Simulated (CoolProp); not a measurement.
Vapour-liquid equilibrium of isohexane (1) + ethanol (2) at 0.299 MPa; x and y are mole fractions of (1).

Values from CoolProp's multi-fluid Helmholtz-energy mixture model, Lemmon 2006 and Schroeder 2014; pair parameters Bell 2016.

**Question.** Give the bubble temperature and the first vapour's composition at x = 0.2, 0.35, 0.8. Is there an azeotrope?

**Answer.** x = 0.2: 364.3 K, y = 0.514; x = 0.35: 361.8 K, y = 0.578; x = 0.8: 362.1 K, y = 0.681. y crosses x between x = 0.5 and 0.65: the model has an azeotrope there.

The pair parameters rest on a limited set of measurements; away from them the model extrapolates.
